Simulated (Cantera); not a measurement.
An adiabatic, constant-pressure homogeneous reactor starts with 4.52 % CH4, 20.1 % O2, 75.4 % N2, at 1675 K and 4050 Torr.

Computed with Cantera and GRI-Mech 3.0 (53 species, 325 reactions).

x: mole fraction; the columns are a selection and need not sum to one.

```json
[
 {"t (s)": "2.00e-6", "T (K)": "1675", "x CH4": "0.0452", "x O2": "0.201", "x NO2": "<1e-12", "x C2H4": "1.17e-9", "x HCO": "3.12e-11", "x CH2O": "6.89e-7", "x C2H2": "<1e-12"},
 {"t (s)": "6.32e-6", "T (K)": "1675", "x CH4": "0.0451", "x O2": "0.201", "x NO2": "<1e-12", "x C2H4": "6.97e-8", "x HCO": "5.31e-10", "x CH2O": "9.16e-6", "x C2H2": "3.30e-11"},
 {"t (s)": "2.00e-5", "T (K)": "1676", "x CH4": "0.0447", "x O2": "0.200", "x NO2": "<1e-12", "x C2H4": "7.03e-6", "x HCO": "2.47e-8", "x CH2O": "0.000168", "x C2H2": "1.26e-8"},
 {"t (s)": "6.32e-5", "T (K)": "2344", "x CH4": "<1e-12", "x O2": "0.109", "x NO2": "(withheld)", "x C2H4": "<1e-12", "x HCO": "2.31e-8", "x CH2O": "6.14e-11", "x C2H2": "<1e-12"},
 {"t (s)": "0.000200", "T (K)": "2535", "x CH4": "<1e-12", "x O2": "0.108", "x NO2": "(withheld)", "x C2H4": "<1e-12", "x HCO": "6.41e-10", "x CH2O": "4.21e-12", "x C2H2": "<1e-12"},
 {"t (s)": "0.000632", "T (K)": "2532", "x CH4": "<1e-12", "x O2": "0.107", "x NO2": "(withheld)", "x C2H4": "<1e-12", "x HCO": "6.28e-10", "x CH2O": "4.13e-12", "x C2H2": "<1e-12"},
 {"t (s)": "0.00200", "T (K)": "2525", "x CH4": "<1e-12", "x O2": "0.105", "x NO2": "(withheld)", "x C2H4": "<1e-12", "x HCO": "5.94e-10", "x CH2O": "3.94e-12", "x C2H2": "<1e-12"},
 {"t (s)": "0.00632", "T (K)": "2514", "x CH4": "<1e-12", "x O2": "0.102", "x NO2": "(withheld)", "x C2H4": "<1e-12", "x HCO": "5.40e-10", "x CH2O": "3.64e-12", "x C2H2": "<1e-12"},
 {"t (s)": "0.0200", "T (K)": "2508", "x CH4": "<1e-12", "x O2": "0.101", "x NO2": "2.21e-5", "x C2H4": "<1e-12", "x HCO": "5.15e-10", "x CH2O": "3.50e-12", "x C2H2": "<1e-12"},
 {"t (s)": "0.0632", "T (K)": "2508", "x CH4": "<1e-12", "x O2": "0.100", "x NO2": "2.22e-5", "x C2H4": "<1e-12", "x HCO": "5.14e-10", "x CH2O": "3.49e-12", "x C2H2": "<1e-12"},
 {"t (s)": "0.200", "T (K)": "2508", "x CH4": "<1e-12", "x O2": "0.100", "x NO2": "2.22e-5", "x C2H4": "<1e-12", "x HCO": "5.14e-10", "x CH2O": "3.49e-12", "x C2H2": "<1e-12"}
]
```

Question: Some entries are withheld; supply them.

Answer: 
- 6.32e-5, x NO2: 5.59e-8
- 0.000200, x NO2: 8.21e-7
- 0.000632, x NO2: 2.91e-6
- 0.00200, x NO2: 8.39e-6
- 0.00632, x NO2: 1.75e-5
